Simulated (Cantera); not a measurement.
Charge: 1 mol CaO, 2.2 mol NF3, 37 mol H2, equilibrated at 1900 K and 0.180 bar.

Method: chemical equilibrium by Gibbs-energy minimisation in Cantera with the NASA 1993 tables (ideal gas, pure condensed phases). Candidate condensed phases: Ca, CaF2, CaO, Ca(OH)2, H2O; 47 gas species. Kinetics and transport are ignored.

Base state: H2 0.827, HF 0.113, N2 0.0270, H2O 0.0246, CaF2 0.00657, H 0.00170, CaF 4.12e-5 (mole fractions); condensed: CaF2(l).

Question: What changes in the equilibrium state with this change: pressure from 0.180 bar to 0.00900 bar?

Answer: 
```json
[
 {"species": "H2", "before": "0.827", "after": "0.807"},
 {"species": "HF", "before": "0.113", "after": "0.111"},
 {"species": "N2", "before": "0.0270", "after": "0.0265"},
 {"species": "CaF2", "before": "0.00657", "after": "0.0234"},
 {"species": "H", "before": "0.00170", "after": "0.00751"},
 {"species": "H2O", "before": "0.0246", "after": "0.0240"},
 {"species": "Ca", "before": "5.67e-7", "after": "4.05e-5"},
 {"species": "CaF", "before": "4.12e-5", "after": "0.000656"},
 {"species": "OH", "before": "4.15e-6", "after": "1.84e-5"},
 {"species": "CaF2(l), mol", "before": "0.731", "after": "0"}
]
```

Question: What changes in the equilibrium state with this change: temperature from 1900 K to 1225 K?

Answer: 
| species | before | after |
|---|---|---|
| H2 | 0.827 | 0.834 |
| HF | 0.113 | 0.114 |
| N2 | 0.0270 | 0.0272 |
| CaF2 | 0.00657 | 7.64e-9 |
| H | 0.00170 | 6.71e-7 |
| H2O | 0.0246 | 0.0248 |
| CaF | 4.12e-5 | <1e-9 |
| CaF2(l), mol | 0.731 | 0 |
| CaF2(s), mol | 0 | 1.00 |
